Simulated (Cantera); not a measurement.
An isothermal, constant-pressure homogeneous reactor starts with N2O : H2O = 1 : 0.07 (molar parts), at 1448 K and 90.0 Torr. Integrator tolerance rtol = 1e-08.

Model: GRI-Mech 3.0 (53 species, 325 reactions), integrated in Cantera. GRI-Mech 3.0 was tuned for natural gas; its chemistry of N2O as a main component is partial and can be far from experiment. The temperature is held fixed by assumption; the heat of reaction is taken as removed at once.

Task: What does this change do: temperature 1448 to 1025 K?

Result: 
```tsv
quantity	before	after
x(N2O) at 2.00 s	0.000826 (gas-phase equilibrium 2.03e-8)	0.929 (gas-phase equilibrium 1.14e-9)
x(H2O) at 2.00 s	0.0446 (gas-phase equilibrium 0.0446)	0.0653 (gas-phase equilibrium 0.0446)
x(NO2) at 2.00 s	0.000221 (gas-phase equilibrium 2.80e-6)	9.03e-5 (gas-phase equilibrium 8.79e-7)
x(NO) at 2.00 s	0.106 (gas-phase equilibrium 0.00104)	6.91e-5 (gas-phase equilibrium 4.55e-5)
x(O2) at 2.00 s	0.265 (gas-phase equilibrium 0.318)	0.00176 (gas-phase equilibrium 0.318)
x(H) at 2.00 s	2.14e-8 (gas-phase equilibrium 1.23e-8)	4.25e-11 (gas-phase equilibrium <1e-12)
```
The mechanism lacks the step 2 NO + O2 → 2 NO2, which can matter for NO2 below about 1400 K.

Task: What does this change do: pressure from 90.0 Torr to 21.0 Torr?

Result: 
| quantity | before | after |
|---|---|---|
| x(N2O) at 2.00 s | 0.000826 (gas-phase equilibrium 2.03e-8) | 0.0817 (gas-phase equilibrium 9.80e-9) |
| x(H2O) at 2.00 s | 0.0446 (gas-phase equilibrium 0.0446) | 0.0463 (gas-phase equilibrium 0.0445) |
| x(NO2) at 2.00 s | 0.000221 (gas-phase equilibrium 2.80e-6) | 0.000140 (gas-phase equilibrium 1.35e-6) |
| x(NO) at 2.00 s | 0.106 (gas-phase equilibrium 0.00104) | 0.102 (gas-phase equilibrium 0.00104) |
| x(O2) at 2.00 s | 0.265 (gas-phase equilibrium 0.318) | 0.240 (gas-phase equilibrium 0.318) |
| x(H) at 2.00 s | 2.14e-8 (gas-phase equilibrium 1.23e-8) | 4.62e-7 (gas-phase equilibrium 3.67e-8) |
Radical loss at walls, strong at low pressure, is not modelled.
